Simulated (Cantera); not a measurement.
A perfectly stirred reactor is fed with CH4 : O2 : N2 : CO2 = 1 : 4.08 : 15.3 : 1.7 (molar parts), equivalence ratio 0.49, at 9.87 atm; it is adiabatic with a 748 K inlet, and is followed from long to short residence time, starting on the burning branch (τ in s: 0.028, 0.015, 0.0077, 0.004, 0.0021, 0.0011, 0.00057, 0.00029, 0.00015, 8e-05, 4.2e-05, 2.2e-05).

Cantera simulation using GRI-Mech 3.0 (53 species, 325 reactions); the numbers are that mechanism's predictions, not measurements.

x: mole fraction; the columns are a selection and need not sum to one.

```json
[
 {"τ (s)": "0.028", "T (K)": "1711", "x CH4": "1.60e-5", "x O2": "0.0943", "x CO2": "0.122", "x CH2CO": "1.09e-8", "x C2H4": "[?]", "x H2O": "0.0904", "x H": "6.13e-7"},
 {"τ (s)": "0.015", "T (K)": "1709", "x CH4": "2.57e-5", "x O2": "0.0943", "x CO2": "0.122", "x CH2CO": "2.56e-8", "x C2H4": "[?]", "x H2O": "0.0903", "x H": "1.04e-6"},
 {"τ (s)": "0.0077", "T (K)": "1707", "x CH4": "4.24e-5", "x O2": "0.0945", "x CO2": "0.122", "x CH2CO": "6.19e-8", "x C2H4": "[?]", "x H2O": "0.0902", "x H": "1.87e-6"},
 {"τ (s)": "0.0040", "T (K)": "1703", "x CH4": "6.98e-5", "x O2": "0.0947", "x CO2": "0.121", "x CH2CO": "1.45e-7", "x C2H4": "[?]", "x H2O": "0.0901", "x H": "3.35e-6"},
 {"τ (s)": "0.0021", "T (K)": "1697", "x CH4": "0.000116", "x O2": "0.0951", "x CO2": "0.120", "x CH2CO": "3.39e-7", "x C2H4": "[?]", "x H2O": "0.0899", "x H": "5.97e-6"},
 {"τ (s)": "0.0011", "T (K)": "1685", "x CH4": "0.000204", "x O2": "0.0959", "x CO2": "0.119", "x CH2CO": "8.47e-7", "x C2H4": "[?]", "x H2O": "0.0895", "x H": "1.05e-5"},
 {"τ (s)": "0.00057", "T (K)": "1660", "x CH4": "0.000419", "x O2": "0.0976", "x CO2": "0.116", "x CH2CO": "2.76e-6", "x C2H4": "[?]", "x H2O": "0.0888", "x H": "1.79e-5"},
 {"τ (s)": "0.00029", "T (K)": "748", "x CH4": "0.0453", "x O2": "0.185", "x CO2": "0.0770", "x CH2CO": "<1e-12", "x C2H4": "<1e-12", "x H2O": "<1e-12", "x H": "<1e-12"},
 {"τ (s)": "0.00015", "T (K)": "748", "x CH4": "0.0453", "x O2": "0.185", "x CO2": "0.0770", "x CH2CO": "<1e-12", "x C2H4": "<1e-12", "x H2O": "<1e-12", "x H": "<1e-12"},
 {"τ (s)": "8.0e-5", "T (K)": "748", "x CH4": "0.0453", "x O2": "0.185", "x CO2": "0.0770", "x CH2CO": "<1e-12", "x C2H4": "<1e-12", "x H2O": "<1e-12", "x H": "<1e-12"},
 {"τ (s)": "4.2e-5", "T (K)": "748", "x CH4": "0.0453", "x O2": "0.185", "x CO2": "0.0770", "x CH2CO": "<1e-12", "x C2H4": "<1e-12", "x H2O": "<1e-12", "x H": "<1e-12"},
 {"τ (s)": "2.2e-5", "T (K)": "748", "x CH4": "0.0453", "x O2": "0.185", "x CO2": "0.0770", "x CH2CO": "<1e-12", "x C2H4": "<1e-12", "x H2O": "<1e-12", "x H": "<1e-12"}
]
```

**Question.** Complete the blanks.

**Answer.** 
- 0.028, x C2H4: 1.79e-8
- 0.015, x C2H4: 4.10e-8
- 0.0077, x C2H4: 9.59e-8
- 0.0040, x C2H4: 2.17e-7
- 0.0021, x C2H4: 4.89e-7
- 0.0011, x C2H4: 1.18e-6
- 0.00057, x C2H4: 3.77e-6
